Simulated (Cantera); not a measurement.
An isothermal, constant-pressure homogeneous reactor starts with CH4 : N2 = 1 : 4.1 (molar parts), at 1550 K and 10.00 Torr. Integrator tolerance rtol = 1e-08.

Computed with Cantera and GRI-Mech 3.0 (53 species, 325 reactions). GRI-Mech 3.0 stops at C3 and has no aromatics, soot or wall deposition, so with more carbon than oxygen in the feed, carbon stays in small species such as C2H2 where larger ones or solid carbon would form. Radical loss at walls, strong at low pressure, is not modelled.

Question: What does this change do: N2 4.1 to 7.4 parts?

Answer: 
```csv
quantity,before,after
x(CH4) at 100 s,0.000983 (gas-phase equilibrium 0.000164),0.000638 (gas-phase equilibrium 6.15e-5)
x(CH3) at 100 s,1.10e-5 (gas-phase equilibrium 1.85e-6),8.80e-6 (gas-phase equilibrium 8.58e-7)
x(C2H4) at 100 s,4.64e-5 (gas-phase equilibrium 2.31e-5),1.96e-5 (gas-phase equilibrium 7.69e-6)
x(C2H) at 100 s,1.14e-7 (gas-phase equilibrium 5.71e-8),9.13e-8 (gas-phase equilibrium 3.63e-8)
x(H) at 100 s,0.000135 (gas-phase equilibrium 0.000136),0.000108 (gas-phase equilibrium 0.000110)
x(HCN) at 100 s,1.05e-6 (gas-phase equilibrium 0.0826),1.55e-6 (gas-phase equilibrium 0.0647)
x(C2H2) at 100 s,0.0815 (gas-phase equilibrium 0.0406),0.0529 (gas-phase equilibrium 0.0208)
```

Question: What does this change do: pressure from 10.00 Torr to 36.8 Torr?

Answer: 
```csv
quantity,before,after
x(CH4) at 100 s,0.000983 (gas-phase equilibrium 0.000164),0.00102 (gas-phase equilibrium 0.000601)
x(CH3) at 100 s,1.10e-5 (gas-phase equilibrium 1.85e-6),5.98e-6 (gas-phase equilibrium 3.52e-6)
x(C2H4) at 100 s,4.64e-5 (gas-phase equilibrium 2.31e-5),0.000169 (gas-phase equilibrium 8.43e-5)
x(C2H) at 100 s,1.14e-7 (gas-phase equilibrium 5.71e-8),5.98e-8 (gas-phase equilibrium 2.97e-8)
x(H) at 100 s,0.000135 (gas-phase equilibrium 0.000136),7.07e-5 (gas-phase equilibrium 7.09e-5)
x(HCN) at 100 s,1.05e-6 (gas-phase equilibrium 0.0826),5.13e-7 (gas-phase equilibrium 0.0824)
x(C2H2) at 100 s,0.0815 (gas-phase equilibrium 0.0406),0.0814 (gas-phase equilibrium 0.0404)
```

Question: What does this change do: N2 4.1 to 1.1 parts?

Answer: 
```csv
quantity,before,after
x(CH4) at 100 s,0.000983 (gas-phase equilibrium 0.000164),0.00199 (gas-phase equilibrium 0.000755)
x(CH3) at 100 s,1.10e-5 (gas-phase equilibrium 1.85e-6),1.59e-5 (gas-phase equilibrium 6.05e-6)
x(C2H4) at 100 s,4.64e-5 (gas-phase equilibrium 2.31e-5),0.000179 (gas-phase equilibrium 0.000126)
x(C2H) at 100 s,1.14e-7 (gas-phase equilibrium 5.71e-8),1.60e-7 (gas-phase equilibrium 1.13e-7)
x(H) at 100 s,0.000135 (gas-phase equilibrium 0.000136),0.000190 (gas-phase equilibrium 0.000191)
x(HCN) at 100 s,1.05e-6 (gas-phase equilibrium 0.0826),3.85e-7 (gas-phase equilibrium 0.0961)
x(C2H2) at 100 s,0.0815 (gas-phase equilibrium 0.0406),0.160 (gas-phase equilibrium 0.113)
```
